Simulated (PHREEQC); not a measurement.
Make-up at 20 °C: 54 mmol/kgw HF, 0.51 mmol/kgw NH4HF2, 0.027 mmol/kgw H4SiO4 and 0.15 mmol/kgw H2SO4. Closed to the air; pH follows from the charge balance.

Equilibrium calculation in PHREEQC: ion-association model, wateq4f.dat.

This is a speciation only: nothing precipitates in the calculation.

Problem. Order these F species by the share of F that they hold, largest first: SiF6-2, HF2-, HF, H2F2, F-.

Solution. HF (70 %), H2F2 (17 %), F- (10.0 %), HF2- (2.8 %), SiF6-2 (0.29 %)

Problem. Order these S species by the share of S that they hold, largest first: NH4SO4-, SO4-2, HSO4-.

Solution. SO4-2 (72 %), HSO4- (27 %), NH4SO4- (0.34 %)

The pH is 2.25 and the ionic strength 0.00670 mol/kgw. wateq4f.dat counts part of the HF as a dimer, H2F2, which phreeqc.dat doesn't know; its constant is uncertain. SiF6-2 is the database's only silicon fluoride.
